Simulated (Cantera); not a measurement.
An adiabatic, constant-volume homogeneous reactor starts with CH₄ : CO : O₂ : N₂ = 1 : 0.94 : 2.25 : 8.44 (molar parts), equivalence ratio 1.1, at 1175 K and 18.0 bar. Integrator tolerance rtol = 1e-08.

Model: GRI-Mech 3.0 (53 species, 325 reactions), integrated in Cantera. The pressure lies above the range GRI-Mech 3.0 was tuned for (to about 10 atm). Above 3000 K some thermodynamic fits are extrapolated.

Q: What does this change do: constant pressure in place of constant volume?

A: 
| quantity | before | after |
|---|---|---|
| time of steepest temperature rise | 6.96 ms | 7.54 ms |
| temperature at 1.00 s | 3060 K | 2806 K |
| equilibrium temperature | 3060 K | 2806 K |
| x(CH₄) at 1.00 s | <1e-12 (gas-phase equilibrium <1e-12) | <1e-12 (gas-phase equilibrium <1e-12) |
| x(CO) at 1.00 s | 0.0586 (gas-phase equilibrium 0.0586) | 0.0486 (gas-phase equilibrium 0.0486) |
| x(O₂) at 1.00 s | 0.00936 (gas-phase equilibrium 0.00936) | 0.00643 (gas-phase equilibrium 0.00643) |
| x(CH₂CO) at 1.00 s | <1e-12 (gas-phase equilibrium <1e-12) | <1e-12 (gas-phase equilibrium <1e-12) |
| x(CH₂O) at 1.00 s | 1.28e-8 (gas-phase equilibrium 1.28e-8) | 3.35e-9 (gas-phase equilibrium 3.35e-9) |
